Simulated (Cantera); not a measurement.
A perfectly stirred reactor is fed with 77.5 % NH3, 22.5 % N2, at 1330 Pa; it is held at 1848 K, and followed from long to short residence time.

Model: the gas-phase N/H chemistry of the illustrative SiF4/NH3 mechanism in the Surface Chemkin manual (1991), integrated in Cantera. Walls and surfaces, which speed up NH3 decomposition in real reactors, are not modelled.

### Question
Predict: x(NH3) at τ = 13.0 s; x(N2H4) at τ = 13.0 s; x(N2) at τ = 13.0 s; x(NH) at τ = 13.0 s; x(NH2) at τ = 13.0 s; x(NH3) at τ = 56.0 ms; x(N2H4) at τ = 56.0 ms; x(N2) at τ = 56.0 ms; x(NH) at τ = 56.0 ms; x(NH2) at τ = 56.0 ms.

### Answer
* **x(NH3) at τ = 13.0 s**: 0.204
* **x(N2H4) at τ = 13.0 s**: 1.95e-9
* **x(N2) at τ = 13.0 s**: 0.313
* **x(NH) at τ = 13.0 s**: 6.13e-6
* **x(NH2) at τ = 13.0 s**: 0.000288
* **x(NH3) at τ = 56.0 ms**: 0.766
* **x(N2H4) at τ = 56.0 ms**: 1.31e-8
* **x(N2) at τ = 56.0 ms**: 0.226
* **x(NH) at τ = 56.0 ms**: 4.16e-6
* **x(NH2) at τ = 56.0 ms**: 0.000746
